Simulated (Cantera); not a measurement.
A closed system holds: 1 mol SiH2Cl2, 28 mol NH3, 0.48 mol H2, 1.3 mol N2, at 0.00400 bar.

Equilibrium computed with Cantera from the NASA thermochemical tables; the gas is ideal and each condensed phase is pure. Candidate condensed phases: NH4Cl, Si, Si3N4; 28 gas species. Equilibrium is a limit: real reactors are often held back by kinetics, nucleation or transport.

Over these rows the condensed part is Si3N4(s). Partial pressures as log10 of bar:

| T (K) | 1000/T (1/K) | log p SiCl2 | log p H2 | log p N2 | log p HCl |
|---|---|---|---|---|---|
| 1148 | 0.8711 | -8.37 | -2.54 | -3.00 | -3.87 |
| 1223 | 0.8177 | -7.63 | -2.54 | -3.00 | -3.87 |
| 1298 | 0.7704 | ? | -2.54 | -3.00 | -3.87 |
| 1373 | 0.7283 | -6.41 | -2.54 | -3.00 | -3.87 |
| 1448 | 0.6906 | -5.91 | -2.54 | -3.00 | -3.88 |
| 1523 | 0.6566 | -5.48 | -2.54 | -3.00 | -3.89 |

Q: Fit log p(SiCl2) = a + b·(1000/T) to the five rows, give the apparent enthalpy, and predict the row at 1298 K.

A: Means: 1000/T = 0.7529, log p = -6.760. Sxy = -0.431507, Sxx = 0.0319304, so b = -13.51 and a = -6.760 − (-13.51)×0.7529 = 3.41.
Apparent enthalpy: −19.145 × (-13.51) = 259 kJ/mol. With the condensed phases at unit activity, 1/3 Si3N4(s) + 2 HCl(g) = SiCl2(g) + H2(g) + 2/3 N2(g) links this pressure to the main gases: over the six rows their terms move log p by -0.04 in all, so the slope is close to that reaction's ΔH°. The five rows lie within 0.02 of the line.
Prediction at 1298 K: 3.41 + (-13.51)×0.7704 = -7.00. The computed value is -6.99, 0.01 from the line.
